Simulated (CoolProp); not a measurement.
Vapour-liquid equilibrium of R22 (1) + R142b (2) at 200.7 K; x and y are mole fractions of (1).

Computed with CoolProp (multi-fluid Helmholtz-energy mixture model, Kamei 1995 and Lemmon 2006; pair parameters Bell 2016).

| x | bubble pressure, mixture model (kPa) | bubble pressure, Raoult's law (kPa) | y, mixture model | y, Raoult's law |
|---|---|---|---|---|
| 0.05 | 3.627 | 3.641 | 0.236 | 0.240 |
| 0.125 | 4.648 | 4.732 | 0.449 | 0.461 |
| 0.2 | 5.638 | 5.822 | 0.583 | 0.600 |
| 0.275 | 6.623 | 6.913 | 0.677 | 0.694 |
| 0.35 | 7.619 | 8.004 | 0.748 | 0.763 |
| 0.425 | 8.641 | 9.095 | 0.803 | 0.816 |
| 0.5 | 9.698 | 10.19 | 0.848 | 0.857 |
| 0.575 | 10.79 | 11.28 | 0.885 | 0.890 |
| 0.65 | 11.93 | 12.37 | 0.916 | 0.918 |
| 0.725 | 13.10 | 13.46 | 0.941 | 0.940 |
| 0.8 | 14.29 | 14.55 | 0.962 | 0.960 |
| 0.875 | 15.49 | 15.64 | 0.979 | 0.977 |
| 0.95 | 16.68 | 16.73 | 0.993 | 0.991 |

The largest gap from Raoult's law is -5.0 % in bubble pressure, at x = 0.425. No azeotrope shows between x = 0.05 and 0.95.

Pair parameters are fitted to limited data, so mixtures are less certain than the pure fluids.
